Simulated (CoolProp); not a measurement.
R227EA along the isobar 10700 kPa: fugacity coefficient from the reference equation and from simpler models built on Tc = 374.9 K, pc = 2925 kPa, ω = 0.358; each cubic takes its own stable root.

Computed with CoolProp (reference Helmholtz-energy equation of state, Lemmon 2016).

| T (K) | phase | reference | van der Waals | Redlich-Kwong | Soave-Redlich-Kwong |
|---|---|---|---|---|---|
| 315.8 | liquid | 0.09508 | 0.2069 | 0.1318 | 0.1014 |
| 322.1 | liquid | 0.1094 | 0.2200 | 0.1464 | 0.1168 |
| 328.3 | liquid | 0.1246 | 0.2332 | 0.1615 | 0.1331 |
| 334.6 | liquid | 0.1412 | 0.2468 | 0.1773 | 0.1510 |
| 340.9 | liquid | 0.1588 | 0.2605 | 0.1938 | 0.1701 |
| 347.2 | liquid | 0.1775 | 0.2744 | 0.2107 | 0.1902 |
| 353.5 | liquid | 0.1972 | 0.2884 | 0.2281 | 0.2114 |
| 359.8 | liquid | 0.2177 | 0.3025 | 0.2459 | 0.2335 |
| 366.1 | liquid | 0.2390 | 0.3167 | 0.2640 | 0.2565 |
| 372.4 | liquid | 0.2611 | 0.3309 | 0.2824 | 0.2802 |
| 378.6 | supercritical | 0.2833 | 0.3450 | 0.3007 | 0.3041 |
| 384.9 | supercritical | 0.3064 | 0.3592 | 0.3194 | 0.3288 |
| 391.2 | supercritical | 0.3298 | 0.3735 | 0.3382 | 0.3539 |
